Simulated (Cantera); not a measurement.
A closed system holds: 1 mol Cr, 2.3 mol NH3, 6.6 mol H2, at 1648 K and 1.00 bar.

Method: chemical equilibrium by Gibbs-energy minimisation in Cantera with the NASA 1993 tables (ideal gas, pure condensed phases). Candidate condensed phases: Cr, CrN, Cr2N; 11 gas species. Kinetics and transport are ignored.

Base state: H2 0.897, N2 0.103, H 8.44e-5, NH3 1.12e-5 (mole fractions); condensed: Cr(s).

Problem. What changes in the equilibrium state with this change: NH3 from 2.3 to 1 mol?

Solution. 
```json
[
 {"species": "H2", "before": "0.897", "after": "0.942"},
 {"species": "N2", "before": "0.103", "after": "0.0581"},
 {"species": "H", "before": "8.44e-5", "after": "8.64e-5"},
 {"species": "NH3", "before": "1.12e-5", "after": "9.09e-6"},
 {"species": "Cr(s), mol", "before": "1.000", "after": "1.000"}
]
```
